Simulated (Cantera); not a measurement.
What does this Cantera script print?

```python
import numpy as np
import cantera as ct

gas = ct.Solution("gri30.yaml")
gas.TPX = 1700, 320000, {'CH4': 1, 'H2O': 1.2}
reactor = ct.IdealGasConstPressureReactor(gas, energy="off", clone=False)
net = ct.ReactorNet([reactor])
net.rtol, net.atol = 1e-08, 1e-18
show = ['CH4', 'H2O', 'H2O2', 'H', 'C2H', 'C2H2']
times = np.geomspace(0.0004, 10, 13)

steps = ct.SolutionArray(gas, extra=["t"])
rows = []
print(f"{'t/s':>10s}{'T/K':>9s}{'P/Pa':>11s}" + "".join(f"{s:>11s}" for s in show))
for t in times:
    while net.time < t:
        t_next = net.step()
        steps.append(gas.state, t=t_next)
    rows.append([np.interp(t, steps.t, y) for y in (steps.T, steps.P, *steps(*show).X.T)])
    print(f"{t:10.3e}{rows[-1][0]:9.1f}{rows[-1][1]:11.4g}" + "".join(f"{x:11.3e}" for x in rows[-1][2:]))
rate = np.gradient(steps.T, steps.t)
print("integrator steps:", len(steps.t))
if steps.T.max() > steps.T[0] + 200:
    print(f"time of steepest temperature rise: {steps.t[rate.argmax()]:.4e} s")
gas.TPX = 1700, 320000, {'CH4': 1, 'H2O': 1.2}
gas.equilibrate("TP")
print(f"equilibrium (TP): T = {gas.T:.1f} K  " + "  ".join(f"{s} {gas[s].X[0]:.3e}" for s in show))
```

Output:

```
       t/s      T/K       P/Pa        CH4        H2O       H2O2          H        C2H       C2H2
 4.000e-04   1700.0    3.2e+05  4.025e-01  5.324e-01  1.203e-11  9.268e-06  4.836e-09  5.252e-03
 9.302e-04   1700.0    3.2e+05  3.449e-01  5.098e-01  9.054e-12  1.665e-05  1.974e-08  2.396e-02
 2.163e-03   1700.0    3.2e+05  2.682e-01  4.766e-01  6.689e-12  2.580e-05  4.082e-08  5.469e-02
 5.030e-03   1700.0    3.2e+05  1.861e-01  4.404e-01  5.203e-12  3.550e-05  5.883e-08  8.325e-02
 1.170e-02   1700.0    3.2e+05  1.154e-01  4.036e-01  4.261e-12  4.492e-05  7.167e-08  1.031e-01
 2.720e-02   1700.0    3.2e+05  7.111e-02  3.642e-01  3.491e-12  5.289e-05  7.529e-08  1.080e-01
 6.325e-02   1700.0    3.2e+05  5.480e-02  3.150e-01  2.491e-12  5.769e-05  6.491e-08  9.546e-02
 1.471e-01   1700.0    3.2e+05  4.978e-02  2.529e-01  1.441e-12  6.052e-05  4.593e-08  7.137e-02
 3.420e-01   1700.0    3.2e+05  4.323e-02  1.865e-01  7.036e-13  6.329e-05  2.753e-08  4.520e-02
 7.953e-01   1700.0    3.2e+05  3.390e-02  1.292e-01  3.101e-13  6.580e-05  1.381e-08  2.369e-02
 1.849e+00   1700.0    3.2e+05  2.326e-02  8.819e-02  1.362e-13  6.774e-05  5.575e-09  9.854e-03
 4.300e+00   1700.0    3.2e+05  1.331e-02  6.324e-02  6.746e-14  6.904e-05  1.645e-09  2.964e-03
 1.000e+01   1700.0    3.2e+05  5.746e-03  5.037e-02  4.191e-14  6.980e-05  2.882e-10  5.247e-04
integrator steps: 1775
equilibrium (TP): T = 1700.0 K  CH4 1.057e-05  H2O 4.348e-02  H2O2 3.087e-14  H 7.031e-05  C2H 1.000e-15  C2H2 1.831e-09
```

Detailed kinetics in Cantera: GRI-Mech 3.0 (53 species, 325 reactions).
